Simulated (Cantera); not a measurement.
A Cantera script and its output.

```python
import numpy as np
import cantera as ct

gas = ct.Solution("gri30.yaml")
gas.TPX = 1375, 1400, {'H2': 0.0082, 'O2': 1}
inlet = ct.Reservoir(gas, clone=True)

reactor = ct.IdealGasConstPressureReactor(gas, energy="off", clone=False)
exhaust = ct.Reservoir(gas, clone=True)
tau = [1.4, 0.58, 0.24, 0.1, 0.043, 0.018, 0.0077, 0.0033, 0.0014][0]
for a, b in ((inlet, reactor), (reactor, exhaust)):
    ct.MassFlowController(a, b, mdot=lambda t: reactor.mass / tau)
net = ct.ReactorNet([reactor])
show = ['H2', 'O2', 'OH', 'O', 'H', 'H2O', 'HO2']

rows = []
print(f"{'tau/s':>10s}{'T/K':>9s}" + "".join(f"{s:>11s}" for s in show))
for tau in [1.4, 0.58, 0.24, 0.1, 0.043, 0.018, 0.0077, 0.0033, 0.0014]:
    net.initial_time = 0.0
    net.advance(30 * tau)
    before = gas.X
    net.advance(40 * tau)
    drift = np.max(np.abs(gas.X - before) / (gas.X + 1e-9))
    rows.append([gas.T, *gas[show].X, drift])
    print(f"{tau:10.3e}{gas.T:9.1f}" + "".join(f"{x:11.3e}" for x in gas[show].X))
```

Result:

```
     tau/s      T/K         H2         O2         OH          O          H        H2O        HO2
 1.400e+00   1375.0  1.911e-05  9.890e-01  6.198e-04  2.466e-03  4.136e-05  7.805e-03  2.210e-07
 5.800e-01   1375.0  3.096e-05  9.878e-01  7.565e-04  3.655e-03  7.498e-05  7.703e-03  2.768e-07
 2.400e-01   1375.0  5.098e-05  9.865e-01  8.851e-04  4.893e-03  1.178e-04  7.591e-03  3.276e-07
 1.000e-01   1375.0  8.864e-05  9.854e-01  9.982e-04  5.855e-03  1.599e-04  7.471e-03  3.698e-07
 4.300e-02   1375.0  1.645e-04  9.848e-01  1.110e-03  6.362e-03  1.950e-04  7.319e-03  4.075e-07
 1.800e-02   1375.0  3.356e-04  9.847e-01  1.262e-03  6.450e-03  2.292e-04  7.053e-03  4.535e-07
 7.700e-03   1375.0  6.957e-04  9.849e-01  1.469e-03  6.127e-03  2.628e-04  6.572e-03  5.100e-07
 3.300e-03   1375.0  1.441e-03  9.855e-01  1.692e-03  5.337e-03  2.839e-04  5.705e-03  5.661e-07
 1.400e-03   1375.0  2.957e-03  9.870e-01  1.737e-03  3.896e-03  2.543e-04  4.181e-03  5.868e-07
```

Computed with Cantera and GRI-Mech 3.0 (53 species, 325 reactions). Radical loss at walls, strong at low pressure, is not modelled.
